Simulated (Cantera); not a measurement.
Feed: 1 mol Ca(OH)₂, 0.92 mol H₂O, 0.45 mol CO₂, held at 1000 °C and 4700 Pa.

These are equilibrium values from Cantera (NASA tables, ideal gas, pure condensed phases), not measurements of a reactor. Candidate condensed phases: C, C₆H₆, C₇H₈, C₈H₁₈, Ca, CaCO₃, CaO, Ca(OH)₂, H₂O; 115 gas species. Equilibrium is a limit: real reactors are often held back by kinetics, nucleation or transport.

Problem. What is the equilibrium state?

Solution. 
```json
{
 "x(H₂O)": "0.810",
 "x(CO₂)": "0.190",
 "x(H₂)": "3.91e-5",
 "x(O₂)": "2.59e-5",
 "x(CO)": "1.52e-5",
 "x(OH)": "4.92e-6",
 "n(CaO(s))": "1.00 mol",
 "gas_amount": "2.370 mol",
 "log10 activity of C(graphite) (absent)": "-12.39",
 "log10 activity of Ca(l) (absent)": "-17.58"
}
```
